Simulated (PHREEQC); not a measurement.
Dissolve 35 mmol/kgw HF at 60 °C. Closed to the air; pH follows from the charge balance.

Model: ion-association model, phreeqc.dat, run in PHREEQC.

This is a speciation only: nothing precipitates in the calculation.

Q: Order these F species by the share of F that they hold, largest first: HF2-, F-, HF.

A: HF (88 %), F- (9.3 %), HF2- (2.5 %)

The pH is 2.46 and the ionic strength 0.00370 mol/kgw. Constants without temperature data keep their 25 °C values here.
